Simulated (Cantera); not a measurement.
A perfectly stirred reactor is fed with CH₃OH : O₂ : N₂ = 0.028 : 0.051 : 1 (molar parts), equivalence ratio 0.82, at 0.671 atm; it is held at 1325 K, and followed from long to short residence time.

Model: GRI-Mech 3.0 (53 species, 325 reactions), integrated in Cantera. GRI-Mech 3.0 was tuned for natural gas; its chemistry of methanol as a main component is partial and can be far from experiment. The temperature is held fixed by assumption; the heat of reaction is taken as removed at once.

Question: What does this change do: pressure from 0.671 atm to 0.987 atm?

Answer: 
```csv
quantity,before,after
x(CH₃OH) at τ = 19.0 s,4.38e-7,4.02e-7
x(O₂) at τ = 19.0 s,0.00824,0.00824
x(C₂H₄) at τ = 19.0 s,<1e-12,<1e-12
x(C₂H) at τ = 19.0 s,<1e-12,<1e-12
x(CO) at τ = 19.0 s,2.48e-5,1.96e-5
x(CH₃OH) at τ = 0.320 s,5.30e-6,5.28e-6
x(O₂) at τ = 0.320 s,0.00845,0.00840
x(C₂H₄) at τ = 0.320 s,<1e-12,<1e-12
x(C₂H) at τ = 0.320 s,<1e-12,<1e-12
x(CO) at τ = 0.320 s,0.000369,0.000301
```

Question: What does this change do: temperature 1325 to 1000 K?

Answer: 
| quantity | before | after |
|---|---|---|
| x(CH₃OH) at τ = 19.0 s | 4.38e-7 | 9.05e-5 |
| x(O₂) at τ = 19.0 s | 0.00824 | 0.0100 |
| x(C₂H₄) at τ = 19.0 s | <1e-12 | <1e-12 |
| x(C₂H) at τ = 19.0 s | <1e-12 | <1e-12 |
| x(CO) at τ = 19.0 s | 2.48e-5 | 0.00281 |
| x(CH₃OH) at τ = 0.320 s | 5.30e-6 | 0.00391 |
| x(O₂) at τ = 0.320 s | 0.00845 | 0.0270 |
| x(C₂H₄) at τ = 0.320 s | <1e-12 | 1.11e-12 |
| x(C₂H) at τ = 0.320 s | <1e-12 | <1e-12 |
| x(CO) at τ = 0.320 s | 0.000369 | 0.0156 |

Question: What does this change do: pressure from 0.671 atm to 13.8 atm?

Answer: 
```json
[
 {"quantity": "x(CH₃OH) at τ = 19.0 s", "before": "4.38e-7", "after": "4.18e-7"},
 {"quantity": "x(O₂) at τ = 19.0 s", "before": "0.00824", "after": "0.00824"},
 {"quantity": "x(C₂H₄) at τ = 19.0 s", "before": "<1e-12", "after": "<1e-12"},
 {"quantity": "x(C₂H) at τ = 19.0 s", "before": "<1e-12", "after": "<1e-12"},
 {"quantity": "x(CO) at τ = 19.0 s", "before": "2.48e-5", "after": "1.41e-5"},
 {"quantity": "x(CH₃OH) at τ = 0.320 s", "before": "5.30e-6", "after": "1.63e-5"},
 {"quantity": "x(O₂) at τ = 0.320 s", "before": "0.00845", "after": "0.00855"},
 {"quantity": "x(C₂H₄) at τ = 0.320 s", "before": "<1e-12", "after": "1.20e-12"},
 {"quantity": "x(C₂H) at τ = 0.320 s", "before": "<1e-12", "after": "<1e-12"},
 {"quantity": "x(CO) at τ = 0.320 s", "before": "0.000369", "after": "0.000534"}
]
```
The pressure lies above the range GRI-Mech 3.0 was tuned for (to about 10 atm).
